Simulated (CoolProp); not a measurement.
A Linde-Hampson liquefier for normal hydrogen: isothermal reversible compression at 250 K from 1 atm to 20 MPa, throttling to 1 atm, return gas leaving the recuperator 5 K below the feed. Each further row changes one setting.

Model: reference Helmholtz-energy equation of state, Leachman 2009, in CoolProp.

| case | compression work (kJ/kg of gas) |
|---|---|
| as stated | 5590 |
| high pressure 40 MPa | 6450 |
| warm-end temperature 280 K | 6250 |
| warm-end gap 10 K | 5590 |
